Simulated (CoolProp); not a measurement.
Vapour-liquid equilibrium of ethanol (1) + ethylbenzene (2) at 428.6 K; x and y are mole fractions of (1).

Computed with CoolProp (multi-fluid Helmholtz-energy mixture model, Schroeder 2014 and Zhou 2012; pair parameters Bell 2016).

```
x      bubble pressure (MPa)  y at the bubble point  dew pressure at overall composition x (MPa)  liquid density (mol/L)
-----  ---------------------  ---------------------  -------------------------------------------  ----------------------
0.05                  0.3104                  0.467                                       0.1744                   7.130
0.125                 0.4782                  0.661                                       0.1895                   7.375
0.2                   0.5995                  0.736                                       0.2074                   7.643
0.275                 0.6876                  0.777                                       0.2289                   7.940
0.35                  0.7534                  0.803                                       0.2551                   8.269
0.425                 0.8051                  0.822                                       0.2879                   8.637
0.5                   0.8488                  0.839                                       0.3301                   9.051
0.575                 0.8889                  0.855                                       0.3862                   9.520
0.65                  0.9280                  0.871                                       0.4642                   10.06
0.725                 0.9679                  0.890                                       0.5778                   10.67
0.8                    1.009                  0.913                                       0.7457                   11.38
0.875                  1.053                  0.940                                       0.9361                   12.21
0.95                   1.097                  0.973                                        1.067                   13.18
```

No azeotrope shows between x = 0.05 and 0.95.

Pair parameters are fitted to limited data, so mixtures are less certain than the pure fluids. With so large a gap from Raoult's law the liquid may split in two, which this calculation doesn't test in full.
